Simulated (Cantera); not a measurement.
A closed system holds: 1 mol Cr₂O₃, 280 mol H₂, 5.2 mol H₂O, at 1975 K.

Cantera equilibrium calculation (NASA polynomials, part measured and part estimated; ideal gas, pure solids and liquids). Candidate condensed phases: Cr, Cr₂O₃, H₂O; 13 gas species. The numbers say what is thermodynamically allowed, not how fast it happens.

x: gas mole fraction; n: condensed amount in mol.

```tsv
P (Pa)	x H₂	x H	x H₂O	x Cr	x OH	x CrO	n Cr₂O₃(s)
10	0.841	0.126	0.0262	0.00639	0.000373	0.000131	0
52	0.908	0.0572	0.0274	0.00663	0.000165	0.000131	0
270	0.940	___	0.0280	0.00674	___	0.000132	0
1400	0.954	0.0113	0.0282	0.00679	3.19e-5	0.000132	0
7200	0.965	0.00501	0.0249	0.00453	1.23e-5	7.69e-5	0.338
37000	0.976	0.00222	0.0201	0.00124	4.35e-6	1.68e-5	0.820
190000	0.980	___	0.0186	___	___	___	0.961
1000000	0.981	0.000429	0.0183	5.31e-5	7.62e-7	6.51e-7	0.992
```

Q: Some entries are withheld; supply them.

A: 
- 190000, x H: 0.000983
- 190000, x Cr: 0.000272
- 190000, x OH: 1.78e-6
- 190000, x CrO: 3.40e-6
- 270, x H: 0.0255
- 270, x OH: 7.24e-5
